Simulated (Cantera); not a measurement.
A jet of 2.16 % H₂, 16.5 % O₂, 81.4 % N₂, equivalence ratio 0.066 at 300 K and 90.0 Torr hits a platinum plate 3.9 cm away at a mass flux of 0.024 kg/m²/s; the plate temperature is set and raised in steps from an oxygen-covered start.

Cantera simulation using Deutschmann's 1995 Pt surface mechanism with GRI-Mech 3.0 gas chemistry; the numbers are that mechanism's predictions, not measurements. Catalytic surfaces can have several steady states; this one follows from the mechanism file's or the stated starting coverage.

x: mole fraction at the wall; θ: surface coverage.

```json
[
 {"plate T (K)": "500", "wall x H₂": "0.00233", "wall x O₂": "0.144", "wall x H₂O": "0.0378", "wall x OH": "<1e-8", "θ free Pt": "0.0237", "θ O*": "0.963", "θ OH*": "0.0132"},
 {"plate T (K)": "550", "wall x H₂": "0.00233", "wall x O₂": "0.144", "wall x H₂O": "0.0374", "wall x OH": "<1e-8", "θ free Pt": "0.0251", "θ O*": "0.967", "θ OH*": "0.00752"},
 {"plate T (K)": "600", "wall x H₂": "0.00232", "wall x O₂": "0.144", "wall x H₂O": "0.0371", "wall x OH": "<1e-8", "θ free Pt": "0.0265", "θ O*": "0.969", "θ OH*": "[?]"},
 {"plate T (K)": "650", "wall x H₂": "0.00229", "wall x O₂": "0.144", "wall x H₂O": "0.0369", "wall x OH": "<1e-8", "θ free Pt": "0.0283", "θ O*": "0.969", "θ OH*": "0.00315"},
 {"plate T (K)": "700", "wall x H₂": "[?]", "wall x O₂": "0.144", "wall x H₂O": "0.0371", "wall x OH": "<1e-8", "θ free Pt": "[?]", "θ O*": "0.965", "θ OH*": "[?]"},
 {"plate T (K)": "750", "wall x H₂": "0.00154", "wall x O₂": "0.144", "wall x H₂O": "0.0379", "wall x OH": "<1e-8", "θ free Pt": "0.0477", "θ O*": "0.950", "θ OH*": "0.00205"},
 {"plate T (K)": "800", "wall x H₂": "0.00102", "wall x O₂": "0.143", "wall x H₂O": "0.0387", "wall x OH": "<1e-8", "θ free Pt": "0.0771", "θ O*": "0.921", "θ OH*": "0.00195"},
 {"plate T (K)": "850", "wall x H₂": "0.000688", "wall x O₂": "0.143", "wall x H₂O": "0.0391", "wall x OH": "1.30e-8", "θ free Pt": "0.120", "θ O*": "0.878", "θ OH*": "0.00186"}
]
```

Fill in the missing entries.


- 600, θ OH*: 0.00469
- 700, wall x H₂: 0.00207
- 700, θ free Pt: 0.0331
- 700, θ OH*: 0.00236
